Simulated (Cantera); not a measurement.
What does this Cantera script print?

```python
import numpy as np
import cantera as ct

gas_names = """
    Cr CrO CrO2 CrO3 H HO2 H2 H2O H2O2 O OH O2 O3
""".split()
cond_names = """
    Cr(cr) Cr(L) Cr2O3(s) Cr2O3(L) H2O(s) H2O(L)
""".split()


# ... load() reads the species with a 1 bar reference pressure and builds the phases ...
atoms = {
    'Cr2O3': {'Cr': 2, 'O': 3},
    'H2': {'H': 2},
    'H2O': {'H': 2, 'O': 1},
}
top_T = {}  # K; cautious upper limits of use, not melting points


# ... equilibrate(T, P, feed) seeds the gas with the atoms and calls Mixture.equilibrate('TP', solver="vcs", rtol=1e-11, max_steps=5000) ...
results = []
feed = {'Cr2O3': 1, 'H2': 4, 'H2O': 4.6}  # mol
T = 1073.15  # K
P = 1400  # Pa
mix = equilibrate(T, P, feed)
results.append((T, P, feed, dict(zip(mix.species_names, mix.species_moles))))
x = sorted(zip(gas.X, gas.species_names), reverse=True)
print(f"T = {T:g} K  P = {P:g} Pa  gas = {mix.phase_moles(0):.4g} mol")
print("   x: " + "  ".join(f"{s} {v:.3e}" for v, s in x if v > 0.001))
print("   condensed (mol): " + ("  ".join(f"{mix.phase(i).name} {mix.phase_moles(i):.4g}"
      for i in range(1, mix.n_phases) if mix.phase_moles(i) > 1e-12) or "none"))
```

It prints:

```
T = 1073.15 K  P = 1400 Pa  gas = 8.6 mol
   x: H2O 5.349e-01  H2 4.651e-01
   condensed (mol): Cr2O3(s) 1
```

Method: chemical equilibrium by Gibbs-energy minimisation in Cantera with the NASA 1993 tables (ideal gas, pure condensed phases).
